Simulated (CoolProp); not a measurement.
C2F6 (R116) along the isobar 3.31 MPa: density (kg/m³) from the reference equation and from simpler models built on Tc = 19.9 °C, pc = 3.048 MPa, ω = 0.257; each cubic takes its own stable root.

The numbers come from the reference Helmholtz-energy equation of state, Lemmon 2006 in CoolProp. It is a short technical equation, of lower accuracy than the large ones.

| T (°C) | phase | reference |
|---|---|---|
| -61.65 | liquid | 1548 |
| -31.15 | liquid | 1396 |
| -0.65 | liquid | 1190 |
| 29.85 | supercritical | 353.6 |
| 60.35 | supercritical | 225.0 |
| 90.85 | supercritical | 183.0 |
| 121.35 | supercritical | 158.3 |
| 151.85 | supercritical | 141.0 |

Question: How far does each simpler model (van der Waals, Redlich-Kwong, Soave-Redlich-Kwong, Peng-Robinson) lie from the reference over these 8 states: mean and median of the absolute difference, and the worst?

Answer: 
- van der Waals: mean 16.0 %, median 5.4 %, worst -35.2 % at -61.65 °C and 3.31 MPa
- Redlich-Kwong: mean 5.9 %, median 3.6 %, worst -13.4 % at -0.65 °C and 3.31 MPa
- Soave-Redlich-Kwong: mean 3.3 %, median 1.7 %, worst -10.1 % at -0.65 °C and 3.31 MPa
- Peng-Robinson: mean 3.5 %, median 2.8 %, worst +8.2 % at -61.65 °C and 3.31 MPa
